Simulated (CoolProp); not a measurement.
Water at several states: fugacity coefficient from the reference equation and from simpler models built on Tc = 647.1 K, pc = 220.6 bar, ω = 0.344; each cubic takes its own stable root.

Values from CoolProp's reference Helmholtz-energy equation of state, Wagner 2002.

```csv
T (K),p (bar),phase,reference,Redlich-Kwong,Peng-Robinson
334.4,74.1,liquid,0.002977,0.01115,0.002730
518.1,536,liquid,0.07571,0.1229,0.08235
932.4,2.83,gas,0.9990,0.9986,0.9988
```
